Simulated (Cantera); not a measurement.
An isothermal, constant-pressure homogeneous reactor starts with CH4 : H2 = 1 : 6 (molar parts), at 1650 K and 18.8 Torr.

Detailed kinetics in Cantera: GRI-Mech 3.0 (53 species, 325 reactions). GRI-Mech 3.0 stops at C3 and has no aromatics, soot or wall deposition, so with more carbon than oxygen in the feed, carbon stays in small species such as C2H2 where larger ones or solid carbon would form. Radical loss at walls, strong at low pressure, is not modelled.

x: mole fraction; the columns are a selection and need not sum to one.

| t (s) | x CH4 | x H2 | x C2H6 | x H | x C2H2 |
|---|---|---|---|---|---|
| 0.000200 | 0.143 | 0.857 | 3.90e-10 | (withheld) | <1e-12 |
| 0.000632 | 0.143 | 0.857 | 1.19e-8 | (withheld) | 6.28e-11 |
| 0.00200 | 0.143 | 0.857 | 2.83e-7 | (withheld) | 8.45e-9 |
| 0.00632 | 0.142 | 0.857 | 4.17e-6 | (withheld) | 1.40e-6 |
| 0.0200 | 0.141 | 0.858 | 2.59e-5 | (withheld) | 0.000206 |
| 0.0632 | 0.130 | 0.864 | 3.41e-5 | 0.000352 | 0.00440 |
| 0.200 | 0.102 | 0.879 | 2.24e-5 | 0.000374 | 0.0169 |
| 0.632 | 0.0582 | 0.904 | 8.34e-6 | (withheld) | 0.0365 |
| 2.00 | 0.0219 | 0.925 | 1.42e-6 | (withheld) | 0.0527 |
| 6.32 | 0.00650 | 0.933 | 1.44e-7 | 0.000543 | 0.0595 |
| 20.0 | 0.00209 | 0.936 | 1.83e-8 | 0.000558 | 0.0615 |
| 63.2 | 0.00115 | 0.936 | 7.86e-9 | 0.000560 | 0.0619 |
| 200 | 0.00110 | 0.936 | 7.49e-9 | 0.000560 | 0.0619 |

Problem. What belongs in the gaps?

Solution. 
- 0.000200, x H: 3.38e-6
- 0.000632, x H: 1.04e-5
- 0.00200, x H: 3.24e-5
- 0.00632, x H: 0.000100
- 0.0200, x H: 0.000268
- 0.632, x H: 0.000422
- 2.00, x H: 0.000493
